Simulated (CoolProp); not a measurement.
n-decane along the isobar 27.1 bar: fugacity coefficient from the reference equation and from simpler models built on Tc = 344.5 °C, pc = 21.01 bar, ω = 0.488; each cubic takes its own stable root.

Computed with CoolProp (reference Helmholtz-energy equation of state, Lemmon 2006). It is a short technical equation, of lower accuracy than the large ones.

```tsv
T (°C)	phase	reference	van der Waals	Redlich-Kwong	Soave-Redlich-Kwong	Peng-Robinson
65.85	liquid	0.0009233	0.05267	0.007361	0.0009377	0.0009934
72.95	liquid	0.001306	0.05913	0.009345	0.001327	0.001393
80.05	liquid	0.001814	0.06605	0.01172	0.001845	0.001922
87.05	liquid	0.002469	0.07334	0.01447	0.002514	0.002599
94.15	liquid	0.003324	0.08121	0.01774	0.003389	0.003480
101.25	liquid	0.004410	[?]	0.02152	0.004504	0.004595
108.25	liquid	0.005750	0.09824	[?]	0.005885	0.005969
115.35	liquid	0.007432	0.1075	0.03073	0.007621	0.007688
122.45	liquid	0.009490	0.1173	[?]	0.009753	0.009788
129.55	liquid	0.01198	0.1275	0.04254	0.01234	0.01233
136.55	liquid	0.01492	0.1380	0.04938	0.01540	[?]
143.65	liquid	0.01845	0.1492	0.05704	0.01910	[?]
```

**Question.** Complete the blanks.

**Answer.** 
- 101.25, van der Waals: 0.08955
- 108.25, Redlich-Kwong: 0.02580
- 122.45, Redlich-Kwong: 0.03630
- 136.55, Peng-Robinson: 0.01532
- 143.65, Peng-Robinson: 0.01892
